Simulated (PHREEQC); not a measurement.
Model water analysis in mg/L, 20 °C, pH 6.3, pe 12.6:

| constituent | mg/L |
|---|---|
| Na | 2420 |
| K | 157 |
| Ca | 638 |
| Mg | 255 |
| Cl | 4690 |
| S(6) as SO4 | 1430 |
| Alkalinity as HCO3 | 50.6 |
| Si as SiO2 | 90.1 |
| Cu(2) | 1.19 |
| B | 2.28 |
| N(5) as NO3 | 1.3 |

Valence states are taken as typed.

Equilibrium calculation in PHREEQC: ion-association model, wateq4f.dat.

Precipitation was switched off in this run.

**Question.** Predict the ionic strength, charge-balance error.

**Answer.** ionic strength 0.186 mol/kgw; charge-balance error -0.3 %.

**Question.** In which forms is K present?

**Answer.** K+ 98 %, KSO4- 1.7 % of the K.

Saturation is exceeded, for instance for Quartz (slow to form), Chalcedony (slow to form); the values hold only as long as no solid forms.
